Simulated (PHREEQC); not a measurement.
A PHREEQC input (ion-association model, wateq4f.dat):

```
SOLUTION 1
  temp 44
  units mg/kgw
  pH 6.8
  pe 2.8
  Na 3.35
  K 6.31
  Ca 143
  Mg 25.7
  Cl 43.9
  S(6) 210 as SO4
  Alkalinity 252 as HCO3
  Zn 0.109
  F 0.172
  Mn(2) 7.3
END
USE solution 1
EQUILIBRIUM_PHASES 1
  Fluuorite 0 0
  Quartz 0 0.5
  CO2(g) -2.5 10
END
```

It stops with these messages:

```
ERROR: Phase not found in database, Fluuorite.
ERROR: Calculations terminating due to input errors.
```

The fault: the phase Fluorite misspelt. The line should read `Fluorite` where the input has `Fluuorite`. With the mend the run ends at pH 7.96 and ionic strength 0.0135 mol/kgw.
